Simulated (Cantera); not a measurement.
A perfectly stirred reactor is fed with H₂ : O₂ : N₂ = 0.0061 : 1 : 0.14 (molar parts), equivalence ratio 0.0031, at 0.0250 bar; it is held at 998 K, and followed from long to short residence time.

Detailed kinetics in Cantera: GRI-Mech 3.0 (53 species, 325 reactions). Radical loss at walls, strong at low pressure, is not modelled.

Q: What does this change do: temperature 998 to 1400 K?

A: 
```
quantity                 before     after
---------------------  --------  --------
x(H₂) at τ = 0.560 s   0.000150   1.64e-5
x(O₂) at τ = 0.560 s      0.872     0.870
x(NO) at τ = 0.560 s   2.67e-10   3.98e-8
x(OH) at τ = 0.560 s    9.73e-5  0.000462
x(HO₂) at τ = 0.560 s   1.24e-6   2.53e-7
x(H₂) at τ = 18.0 ms    0.00103  0.000177
x(O₂) at τ = 18.0 ms      0.871     0.868
x(NO) at τ = 18.0 ms   3.86e-10   2.46e-9
x(OH) at τ = 18.0 ms   0.000376  0.000830
x(HO₂) at τ = 18.0 ms   3.79e-6   4.68e-7
```

Q: What does this change do: 0.034 parts H2O added?

A: 
```csv
quantity,before,after
x(H₂) at τ = 0.560 s,0.000150,0.000150
x(O₂) at τ = 0.560 s,0.872,0.847
x(NO) at τ = 0.560 s,2.67e-10,1.12e-10
x(OH) at τ = 0.560 s,9.73e-5,0.000124
x(HO₂) at τ = 0.560 s,1.24e-6,1.76e-6
x(H₂) at τ = 18.0 ms,0.00103,0.00107
x(O₂) at τ = 18.0 ms,0.871,0.846
x(NO) at τ = 18.0 ms,3.86e-10,2.36e-10
x(OH) at τ = 18.0 ms,0.000376,0.000392
x(HO₂) at τ = 18.0 ms,3.79e-6,5.06e-6
```
